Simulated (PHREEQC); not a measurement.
Synthetic water in mg/kgw, 25 °C, pH 2.28, pe 8.5:

```csv
constituent,mg/kgw
Na,2690
K,150
Ca,116
Mg,133
Cl,1350
S(6) as SO4,10600
Pb,55.7
Zn,1.16
O(0) (dissolved oxygen),0.611
Br,2.59
```

Valence states are taken as typed.

The numbers come from PHREEQC with the ion-association model, wateq4f.dat.

This is a speciation only: nothing precipitates in the calculation.

Q: Predict the ionic strength, charge-balance error.

A: ionic strength 0.255 mol/kgw; charge-balance error -28.7 %.

Q: In which forms is Mg present?

A: MgSO4 60 %, Mg+2 40 % of the Mg.

Saturation is exceeded, for instance for Anglesite; the values hold only as long as no solid forms. Complexes and solids missing from the database can't appear.
